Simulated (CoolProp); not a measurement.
The numbers come from the reference Helmholtz-energy equation of state, Lemmon 2005 in CoolProp. It is a short technical equation, of lower accuracy than the large ones.

Q: For 1-butene, give the phase and the density (kg/m³), cp (kJ/(kg K)), cv (kJ/(kg K)), isothermal compressibility (1/MPa) at 118.4 K and 10500 kPa; 98.8 K and 1230 kPa.

A: 
- 118.4 K and 10500 kPa: liquid; density 788, cp 1.89, cv 1.31, isothermal compressibility 0.000464
- 98.8 K and 1230 kPa: liquid; density 806, cp 1.92, cv 1.37, isothermal compressibility 0.000414
